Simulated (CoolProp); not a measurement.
Vapour-liquid equilibrium of nitrogen (1) + carbon monoxide (2) at 97.8 K; x and y are mole fractions of (1).

Model: multi-fluid Helmholtz-energy mixture model, Span 2000 and Lemmon 2006; pair parameters Gernert 2013, in CoolProp.

```csv
x,"bubble pressure, mixture model (MPa)","bubble pressure, Raoult's law (MPa)","y, mixture model","y, Raoult's law"
0.05,0.4726,0.4711,0.070,0.071
0.125,0.4902,0.4865,0.170,0.171
0.2,0.5077,0.5019,0.263,0.265
0.275,0.5250,0.5173,0.349,0.354
0.35,0.5419,0.5327,0.430,0.438
0.425,0.5583,0.5480,0.507,0.516
0.5,0.5743,0.5634,0.579,0.591
0.575,0.5898,0.5788,0.647,0.662
0.65,0.6047,0.5942,0.713,0.729
0.725,0.6190,0.6096,0.776,0.792
0.8,0.6326,0.6249,0.838,0.853
0.875,0.6457,0.6403,0.899,0.910
0.95,0.6581,0.6557,0.959,0.965
```

The largest gap from Raoult's law is +1.9 % in bubble pressure, at x = 0.5. No azeotrope shows between x = 0.05 and 0.95.

Pair parameters are fitted to limited data, so mixtures are less certain than the pure fluids.
